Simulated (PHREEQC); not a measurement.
Dissolve 0.0012 mol/kgw ZnSO4 and 8.3e-05 mol/kgw H2SO4 at 25 °C. Closed to the air; pH follows from the charge balance.

Model: ion-association model, wateq4f.dat, run in PHREEQC.

```json
[
 {"quantity": "pH", "before": "3.84", "after": "2.86"},
 {"quantity": "ionic strength (mol/kgw)", "before": "0.00440", "after": "0.00613"},
 {"quantity": "HSO4- (mol/kgw)", "before": "1.26e-5", "after": "0.000173"}
]
```

Question: What was changed between the two runs?
A) H2SO4 replaced by Al2(SO4)3 at the same molality
B) ZnSO4 left out
C) ZnSO4 from 0.0012 to 0.0018 mol/kgw
D) H2SO4 from 8.3e-05 to 0.00083 mol/kgw

Answer: D, H2SO4 from 8.3e-05 to 0.00083 mol/kgw

Precipitation was switched off in this run.
